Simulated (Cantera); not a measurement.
MgO + CO + H2 (carbothermic reduction)

Charge: 1 mol MgO, 1.6 mol CO, 14 mol H2, held at 69.0 mbar.

These are equilibrium values from Cantera (NASA tables, ideal gas, pure condensed phases), not measurements of a reactor. Candidate condensed phases: C, C6H6, C7H8, C8H18, H2O, Mg, MgCO3, MgO, Mg(OH)2; 116 gas species. Kinetics and transport are ignored.

From 1025 K to 1675 K the condensed part is MgO(s).

| T (K) | x H2 | x CO | x CH4 | x H2O | x Mg | x H | x CO2 | x MgH | n MgO(s) |
|---|---|---|---|---|---|---|---|---|---|
| 1025 | 0.894 | 0.100 | 0.00276 | 0.00241 | <1e-12 | 1.57e-8 | 0.000349 | <1e-12 | 1.00 |
| 1075 | 0.896 | 0.101 | 0.00149 | 0.00133 | 1.85e-12 | 5.29e-8 | 0.000161 | <1e-12 | 1.00 |
| 1125 | 0.896 | 0.102 | 0.000845 | 0.000766 | 3.69e-11 | 1.60e-7 | 7.91e-5 | <1e-12 | 1.00 |
| 1175 | 0.897 | 0.102 | 0.000504 | 0.000462 | 5.71e-10 | 4.42e-7 | 4.11e-5 | <1e-12 | 1.00 |
| 1225 | 0.897 | 0.102 | 0.000313 | 0.000290 | 7.03e-9 | 1.12e-6 | 2.25e-5 | 1.26e-11 | 1.00 |
| 1275 | 0.897 | 0.102 | 0.000202 | 0.000189 | 7.10e-8 | 2.66e-6 | 1.30e-5 | 1.37e-10 | 1.000 |
| 1325 | 0.897 | 0.102 | 0.000134 | 0.000127 | 5.99e-7 | 5.90e-6 | 7.78e-6 | 1.24e-9 | 1.000 |
| 1375 | 0.897 | 0.102 | 9.00e-5 | 8.97e-5 | 4.23e-6 | 1.24e-5 | 4.95e-6 | 9.40e-9 | 1.000 |
| 1425 | 0.897 | 0.103 | 5.45e-5 | 7.41e-5 | 2.28e-5 | 2.46e-5 | 3.72e-6 | 5.38e-8 | 1.000 |
| 1475 | 0.897 | 0.103 | 2.29e-5 | 9.23e-5 | 7.32e-5 | 4.68e-5 | 4.25e-6 | 1.83e-7 | 0.999 |
| 1525 | 0.897 | 0.103 | 7.34e-6 | 0.000158 | 0.000156 | 8.53e-5 | 6.69e-6 | 4.13e-7 | 0.998 |
| 1575 | 0.897 | 0.103 | 2.32e-6 | 0.000284 | 0.000292 | 0.000150 | 1.12e-5 | 8.10e-7 | 0.995 |
| 1625 | 0.896 | 0.102 | 7.75e-7 | 0.000499 | 0.000515 | 0.000254 | 1.83e-5 | 1.50e-6 | 0.992 |
| 1675 | 0.895 | 0.102 | 2.76e-7 | 0.000849 | 0.000875 | 0.000418 | 2.93e-5 | 2.66e-6 | 0.986 |
x: gas mole fraction; n: condensed amount in mol.
